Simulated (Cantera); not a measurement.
A Cantera script and what it prints.

```python
import numpy as np
import cantera as ct

gas_names = """
    CL CL2 H HCL H2 Si SiCL SiCL2 SiCL3 SiCL4 SiH SiHCL3 SiH2 SiH2CL2 SiH3 SiH3CL SiH4 Si2 Si3
""".split()
cond_names = """
    Si(cr) Si(L)
""".split()


# ... load() reads the species with a 1 bar reference pressure and builds the phases ...
atoms = {
    'Si': {'Si': 1},
    'HCl': {'H': 1, 'CL': 1},
    'H2': {'H': 2},
}
top_T = {}  # K; cautious upper limits of use, not melting points


# ... equilibrate(T, P, feed) seeds the gas with the atoms and calls Mixture.equilibrate('TP', solver="vcs", rtol=1e-11, max_steps=5000) ...
results = []
feed = {'Si': 1, 'HCl': 1.1, 'H2': 0.21}  # mol
P = 24000  # Pa
for T in [525, 575, 625, 675, 725, 775, 825, 875, 925, 975, 1025, 1075]:
    mix = equilibrate(T, P, feed)
    results.append((T, P, feed, dict(zip(mix.species_names, mix.species_moles))))

top = {s: max(r[3][s] / sum(r[3][g] for g in gas_names) for r in results) for s in gas_names}
cols = sorted((s for s in top if top[s] > 1e-06), key=lambda s: -top[s])[:6]
seen = [c for c in cond_names if any(r[3].get(c, 0) > 1e-12 for r in results)]
print("log10 of partial pressures in bar; condensed amounts in mol")
print(f"{'T/K':>10s}" + "".join(f"{s[:9]:>10s}" for s in cols + seen))
for T, P, feed, n in results:
    ng = sum(n[g] for g in gas_names)
    print(f"{T:10.4g}" + "".join(f"{np.log10(max(n[s] / ng * P / 1e5, 1e-99)):10.3f}" for s in cols)
          + "".join(f"{n.get(c, 0):10.4g}" for c in seen))
```

Output:

```
log10 of partial pressures in bar; condensed amounts in mol
       T/K        H2     SiCL4    SiHCL3       HCL     SiCL3     SiCL2    Si(cr)
       525    -0.769    -1.290    -1.741    -5.760    -8.190   -11.313    0.7053
       575    -0.768    -1.288    -1.751    -5.133    -7.272    -9.916    0.7056
       625    -0.768    -1.286    -1.761    -4.608    -6.501    -8.745     0.706
       675    -0.768    -1.284    -1.771    -4.163    -5.846    -7.750    0.7064
       725    -0.768    -1.282    -1.781    -3.780    -5.282    -6.895    0.7068
       775    -0.768    -1.281    -1.790    -3.447    -4.792    -6.151    0.7074
       825    -0.768    -1.280    -1.800    -3.156    -4.362    -5.500     0.708
       875    -0.769    -1.280    -1.809    -2.900    -3.983    -4.925    0.7088
       925    -0.770    -1.281    -1.819    -2.672    -3.647    -4.414    0.7099
       975    -0.773    -1.284    -1.830    -2.469    -3.347    -3.958    0.7112
      1025    -0.776    -1.290    -1.843    -2.288    -3.079    -3.548    0.7127
      1075    -0.780    -1.299    -1.859    -2.126    -2.840    -3.181    0.7143
```

Equilibrium computed with Cantera from the NASA thermochemical tables; the gas is ideal and each condensed phase is pure. The tables' values for SiCl3 are old estimates; treat these amounts as uncertain.
